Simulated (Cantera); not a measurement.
A jet of 4.81 % CH4, 14.3 % O2, 80.9 % N2 at 300 K and 0.247 atm hits a platinum plate 7 cm away at a mass flux of 0.2 kg/m²/s; the plate temperature is set and raised in steps from an oxygen-covered start.

Model: Deutschmann's 1995 Pt surface mechanism with GRI-Mech 3.0 gas chemistry, integrated in Cantera. Catalytic surfaces can have several steady states; this one follows from the mechanism file's or the stated starting coverage.

x: mole fraction at the wall; θ: surface coverage.

```tsv
plate T (K)	wall x CH4	wall x O2	wall x H2O	wall x OH	wall x CO	wall x CO2	θ free Pt	θ O*	θ OH*
950	0.0223	0.0880	0.0481	7.88e-8	1.05e-5	0.0319	0.223	0.774	0.00248
1000	(withheld)	(withheld)	(withheld)	(withheld)	9.85e-6	(withheld)	(withheld)	(withheld)	0.00254
1050	0.0108	0.0637	0.0691	5.23e-7	9.33e-6	0.0460	0.368	0.629	0.00242
1100	0.00797	0.0579	0.0741	1.14e-6	9.09e-6	0.0494	0.438	0.559	0.00221
1150	(withheld)	0.0542	0.0772	(withheld)	9.17e-6	0.0515	(withheld)	(withheld)	(withheld)
1200	0.00495	0.0519	0.0792	4.25e-6	9.58e-6	0.0528	0.567	0.431	0.00174
1250	0.00410	0.0505	0.0804	7.47e-6	1.03e-5	0.0535	0.625	0.374	0.00152
```

### Question
Fill in the missing entries.

### Answer

- 1000, wall x CH4: 0.0153
- 1000, wall x O2: 0.0732
- 1000, wall x H2O: 0.0610
- 1000, wall x OH: 2.17e-7
- 1000, wall x CO2: 0.0405
- 1000, θ free Pt: 0.296
- 1000, θ O*: 0.702
- 1150, wall x CH4: 0.00616
- 1150, wall x OH: 2.27e-6
- 1150, θ free Pt: 0.505
- 1150, θ O*: 0.493
- 1150, θ OH*: 0.00197
